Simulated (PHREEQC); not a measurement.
## Spent oxide etchant: an equilibrium model

Dissolve 0.0015 mol/kgw HF, 5.9e-05 mol/kgw (NH4)2SiF6, 0.0032 mol/kgw H3BO3 and 9.4e-05 mol/kgw H2SO4 at 39 °C. Closed to the air; pH follows from the charge balance.

Equilibrium calculation in PHREEQC: ion-association model, phreeqc.dat.

```yaml
pH: 3.11
ionic_strength: 0.00101 mol/kgw
total_alkalinity: -1.92 meq/kg
```

| species | molality | activity | log γ |
|---|---|---|---|
| H3BO3 | 0.00310 | 0.00310 | 0.000 |
| HF | 0.000923 | 0.000923 | 0.000 |
| H+ | 0.000802 | 0.000774 | -0.015 |
| F- | 0.000637 | 0.000613 | -0.016 |
| NH4+ | 0.000118 | 0.000114 | -0.016 |
| SO4-2 | 8.59e-5 | 7.43e-5 | -0.063 |
| H4SiO4 | 5.84e-5 | 5.84e-5 | 0.000 |
| BF2(OH)2- | 4.52e-5 | 4.36e-5 | -0.016 |
| BF4- | 3.50e-5 | 3.38e-5 | -0.016 |
| BF3OH- | 1.84e-5 | 1.78e-5 | -0.016 |

Precipitation was switched off in this run. Away from 25 °C the constants follow the database's enthalpies or fits; those with neither stay at their 25 °C values. SiF6-2 is the database's only silicon fluoride. Real BF4- forms and hydrolyses slowly; the run takes it at equilibrium.
